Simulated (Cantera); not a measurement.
A freely propagating, adiabatic, planar premixed flame of 5.56 % C3H8, 19.9 % O2, 74.6 % N2, equivalence ratio 1.4, unburnt at 475 K and 0.987 atm; mixture-averaged transport, grid criteria slope 0.08 and curve 0.16, no radiation.

Detailed kinetics in Cantera: GRI-Mech 3.0 (53 species, 325 reactions). GRI-Mech 3.0 was tuned for natural gas; its chemistry of propane as a main component is partial and can be far from experiment. Burning velocities carry a grid error of a few per cent, more on coarse grids.

**Question.** Predict: laminar burning velocity; thermal thickness; peak x(HCN); peak x(HCO); peak x(C2H4); peak x(C2H6).

**Answer.** 
```json
{
  "laminar_burning_velocity": "73.8 cm/s",
  "thermal_thickness": "0.341 mm",
  "peak x(HCN)": "3.56e-5",
  "peak x(HCO)": "6.90e-5",
  "peak x(C2H4)": "0.0145",
  "peak x(C2H6)": "0.00249"
}
```
